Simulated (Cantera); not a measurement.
Cantera run:

```python
import numpy as np
import cantera as ct

gas_names = """
    H HNO HNO2 HNO3 HO2 H2 H2O H2O2 N NH NH2 NH3 NH2OH NO NO2 NO3 N2 N2H2 N2H4 N2O O OH O2 O3 Si SiH
    SiH2 SiH3 SiH4 SiN SiO SiO2 Si2 Si2N Si3
""".split()
cond_names = """
    H2O(s) H2O(L) Si(cr) Si(L) SiO2(Lqz) SiO2(hqz) SiO2(L) Si2N2O(s) Si3N4(a)
""".split()


def load(file, names, dense=False):
    # The tables refer to 1 bar. Condensed volumes are neglected.
    table = {s.name: s for s in ct.Species.list_from_file(file)}
    out = []
    for n in names:
        d = dict(table[n].input_data)
        d["thermo"] = dict(d["thermo"], **{"reference-pressure": 1e5})
        if dense:
            d["equation-of-state"] = {"model": "constant-volume", "density": "1e6 g/cm^3"}
        out.append(ct.Species.from_dict(d))
    return out


gas = ct.Solution(thermo="ideal-gas", species=load("nasa_gas.yaml", gas_names))
cond = {s.name: ct.Solution(thermo="fixed-stoichiometry", species=[s], name=s.name)
        for s in load("nasa_condensed.yaml", cond_names, dense=True)}
atoms = {
    'Si3N4': {'Si': 3, 'N': 4},
    'H2O': {'H': 2, 'O': 1},
    'N2': {'N': 2},
}
top_T = {'Si2N2O(s)': 2100, 'Si3N4(a)': 2400}  # K; cautious upper limits of use, not melting points


def equilibrate(T, P, feed):
    n = {}
    for name, mol in feed.items():
        for a, k in atoms[name].items():
            n[a] = n.get(a, 0.0) + k * mol
    gas.TPX = T, P, n
    mass = sum(n.values()) * gas.mean_molecular_weight
    gas.equilibrate("TP")
    valid = [c for c in cond.values() if c.min_temp <= T <= top_T.get(c.name, c.max_temp)]
    mix = ct.Mixture([(gas, mass / gas.mean_molecular_weight)] + [(c, 0.0) for c in valid])
    mix.T, mix.P = T, P
    mix.equilibrate("TP", solver="vcs", rtol=1e-11, max_steps=5000)
    return mix


results = []
feed = {'Si3N4': 1, 'H2O': 0.98, 'N2': 60}  # mol
P = 10000  # Pa
for T in [1100, 1200, 1300, 1400, 1500, 1600, 1700, 1800, 1900, 2000]:
    mix = equilibrate(T, P, feed)
    results.append((T, P, feed, dict(zip(mix.species_names, mix.species_moles))))
    x = sorted(zip(gas.X, gas.species_names), reverse=True)
    print(f"T = {T:g} K  P = {P:g} Pa  gas = {mix.phase_moles(0):.4g} mol")
    print("   x: " + "  ".join(f"{s} {v:.3e}" for v, s in x if v > 1e-06))
    print("   condensed (mol): " + ("  ".join(f"{mix.phase(i).name} {mix.phase_moles(i):.4g}"
          for i in range(1, mix.n_phases) if mix.phase_moles(i) > 1e-12) or "none"))
```

It prints:

```
T = 1100 K  P = 10000 Pa  gas = 61.31 mol
   x: N2 9.840e-01  H2 1.599e-02
   condensed (mol): Si2N2O(s) 0.98  Si3N4(a) 0.3467
T = 1200 K  P = 10000 Pa  gas = 61.31 mol
   x: N2 9.840e-01  H2 1.599e-02
   condensed (mol): Si2N2O(s) 0.98  Si3N4(a) 0.3467
T = 1300 K  P = 10000 Pa  gas = 61.31 mol
   x: N2 9.840e-01  H2 1.598e-02
   condensed (mol): Si2N2O(s) 0.98  Si3N4(a) 0.3467
T = 1400 K  P = 10000 Pa  gas = 61.31 mol
   x: N2 9.840e-01  H2 1.598e-02  H 1.945e-06
   condensed (mol): Si2N2O(s) 0.98  Si3N4(a) 0.3467
T = 1500 K  P = 10000 Pa  gas = 61.31 mol
   x: N2 9.840e-01  H2 1.598e-02  H 7.037e-06
   condensed (mol): Si2N2O(s) 0.98  Si3N4(a) 0.3467
T = 1600 K  P = 10000 Pa  gas = 61.31 mol
   x: N2 9.840e-01  H2 1.597e-02  H 2.173e-05  SiO 1.220e-05
   condensed (mol): Si2N2O(s) 0.9793  Si3N4(a) 0.3469
T = 1700 K  P = 10000 Pa  gas = 61.32 mol
   x: N2 9.838e-01  H2 1.595e-02  SiO 1.547e-04  H 5.885e-05
   condensed (mol): Si2N2O(s) 0.9705  Si3N4(a) 0.3498
T = 1800 K  P = 10000 Pa  gas = 61.43 mol
   x: N2 9.825e-01  H2 1.588e-02  SiO 1.468e-03  H 1.427e-04  Si 6.360e-06
   condensed (mol): Si2N2O(s) 0.8898  Si3N4(a) 0.3766
T = 1900 K  P = 10000 Pa  gas = 62.23 mol
   x: N2 9.731e-01  H2 1.559e-02  SiO 1.094e-02  H 3.133e-04  Si 7.110e-05  SiN 7.425e-06  Si2N 6.057e-06  SiH 2.437e-06
   condensed (mol): Si2N2O(s) 0.2992  Si3N4(a) 0.5717
T = 2000 K  P = 10000 Pa  gas = 64.01 mol
   x: N2 9.685e-01  SiO 1.531e-02  H2 1.499e-02  H 6.296e-04  Si 4.354e-04  Si2N 4.633e-05  SiN 3.528e-05  SiH 1.144e-05  Si2 4.514e-06  SiH2 1.591e-06
   condensed (mol): Si(L) 1.982
```

Method: chemical equilibrium by Gibbs-energy minimisation in Cantera with the NASA 1993 tables (ideal gas, pure condensed phases). Mutual solubility and eutectic melting of coexisting phases are not modelled. The tables' values for SiN are old estimates; treat these amounts as uncertain.
